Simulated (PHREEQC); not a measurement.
1.8 g of hydrous ferric oxide (600 m²/g; 0.2 weak and 0.005 strong sites per Fe, Dzombak-Morel constants, diffuse double layer) in 1 kg of water with 0.005 mol/kgw of an inert sodium salt and 0.27 mmol/kgw MnCl2 and 0.029 mmol/kgw PbCl2, at 25 °C; the pH is set by adding NaOH or the inert anion's acid. The system is closed to oxygen. CO2 from the air is kept out. Nothing may precipitate in this run.

Computed with PHREEQC (ion-association model, wateq4f.dat).

Predict Mn sorbed (%), surface charge σ (C/m²) at pH = 6, 8.5.


| pH | Mn sorbed (%) | surface charge σ (C/m²) |
|---|---|---|
| 6 | 11.0 | 0.041 |
| 8.5 | 99.8 | -0.002 |

Species that the database lacks are ignored. The oxide is taken as insoluble; below pH 4 it would dissolve.
